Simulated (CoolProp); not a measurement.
A simple Rankine cycle with trans-2-butene: condensing at 330.15 K, boiler at 2.09 MPa, turbine inlet 405.4 K, turbine efficiency 0.65, pump efficiency 0.6, no recuperator. Each further row changes one setting.

Model: reference Helmholtz-energy equation of state, Lemmon 2005, in CoolProp. It is a short technical equation, of lower accuracy than the large ones.

```
case                             thermal efficiency (%)  net work (kJ/kg)  heat in (kJ/kg)  turbine exit temperature (K)  volume ratio over the turbine
-------------------------------  ----------------------  ----------------  ---------------  ----------------------------  -----------------------------
as stated                                           7.7              34.0              443                         363.7                            [?]
turbine inlet 425.4 K                               7.7              37.9              492                         386.8                           3.90
condensing temperature 322.15 K                     8.7              40.1              463                         358.6                            [?]
boiler pressure 1.46 MPa                            5.9              27.6              [?]                           [?]                            [?]
turbine efficiency 0.55                             6.3              28.1              443                         366.8                            [?]
```

Q: Complete the blanks.

A: 
- as stated, volume ratio over the turbine: 4.06
- condensing temperature 322.15 K, volume ratio over the turbine: 5.00
- boiler pressure 1.46 MPa, heat in (kJ/kg): 466
- boiler pressure 1.46 MPa, turbine exit temperature (K): 378.9
- boiler pressure 1.46 MPa, volume ratio over the turbine: 2.63
- turbine efficiency 0.55, volume ratio over the turbine: 4.10
